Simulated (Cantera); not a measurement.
A jet of 3.00 % H2, 5.88 % O2, 91.1 % N2, equivalence ratio 0.25 at 300 K and 0.0523 atm hits a platinum plate 2.7 cm away at a mass flux of 0.058 kg/m²/s; the plate temperature is set and raised in steps from an oxygen-covered start.

Computed with Cantera and Deutschmann's 1995 Pt surface mechanism with GRI-Mech 3.0 gas chemistry. Catalytic surfaces can have several steady states; this one follows from the mechanism file's or the stated starting coverage.

x: mole fraction at the wall; θ: surface coverage.

```json
[
 {"plate T (K)": "700", "wall x H2": "0.00259", "wall x O2": "0.0297", "wall x H2O": "0.0524", "wall x OH": "<1e-8", "θ free Pt": "0.160", "θ O*": "0.836", "θ OH*": "0.00380"},
 {"plate T (K)": "750", "wall x H2": "0.00248", "wall x O2": "0.0296", "wall x H2O": "0.0523", "wall x OH": "<1e-8", "θ free Pt": "0.174", "θ O*": "0.823", "θ OH*": "0.00286"},
 {"plate T (K)": "800", "wall x H2": "?", "wall x O2": "0.0294", "wall x H2O": "0.0526", "wall x OH": "<1e-8", "θ free Pt": "0.206", "θ O*": "0.792", "θ OH*": "0.00230"},
 {"plate T (K)": "850", "wall x H2": "?", "wall x O2": "0.0291", "wall x H2O": "0.0530", "wall x OH": "1.46e-8", "θ free Pt": "0.256", "θ O*": "0.742", "θ OH*": "0.00194"},
 {"plate T (K)": "900", "wall x H2": "?", "wall x O2": "0.0288", "wall x H2O": "0.0534", "wall x OH": "4.70e-8", "θ free Pt": "0.320", "θ O*": "0.678", "θ OH*": "0.00166"},
 {"plate T (K)": "950", "wall x H2": "?", "wall x O2": "0.0286", "wall x H2O": "0.0536", "wall x OH": "1.32e-7", "θ free Pt": "0.389", "θ O*": "0.609", "θ OH*": "0.00142"}
]
```

Complete the blanks.


- 800, wall x H2: 0.00220
- 850, wall x H2: 0.00185
- 900, wall x H2: 0.00155
- 950, wall x H2: 0.00133
